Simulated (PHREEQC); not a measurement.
Consider water at 30 °C with 0.029 mol HF, 0.006 mol NH4F and 0.0024 mol H3PO4 per kg of water. Closed to the air; pH follows from the charge balance.

Equilibrium calculation in PHREEQC: ion-association model, phreeqc.dat.

```tsv
quantity	before	after
pH	2.56	2.68
ionic strength (mol/kgw)	0.00902	0.00524
F- (mol/kgw)	0.00659	0.00410
H2PO4- (mol/kgw)	0.00172	0.000922
HF2- (mol/kgw)	0.000707	0.000212
```

Q: Which change was made?
A. H3PO4 replaced by KH2PO4 at the same molality
B. NH4F left out
C. diluted 10-fold with water
D. NH4F replaced by (NH4)2SO4 at the same molality
E. diluted 2-fold with water

A: E, diluted 2-fold with water

This is a speciation only: nothing precipitates in the calculation.
